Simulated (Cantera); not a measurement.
Feed: 1 mol CaF2, 1.7 mol H2, 0.31 mol N2, equilibrated at 13.3 mbar.

Cantera equilibrium calculation (NASA polynomials, part measured and part estimated; ideal gas, pure solids and liquids). Candidate condensed phases: Ca, CaF2; 25 gas species. Rates play no part.

Q: What share of the Ca ends up in condensed phases as a function of T (K), at 1223, 1298, 1373, 1448, 1523, 1598, 1673, 1748, 1823, 1898, 1973, 2048, 2123, 2198?

A: 
```csv
T (K),Ca condensed (%),as
1223,100.0,CaF2(s)
1298,100.0,CaF2(s)
1373,100.0,CaF2(s)
1448,100.0,CaF2(s)
1523,99.9,CaF2(s)
1598,99.7,CaF2(s)
1673,98.9,CaF2(s)
1748,96.7,CaF2(l)
1823,91.1,CaF2(l)
1898,77.0,CaF2(l)
1973,39.2,CaF2(l)
2048,0.0,-
2123,0.0,-
2198,0.0,-
```
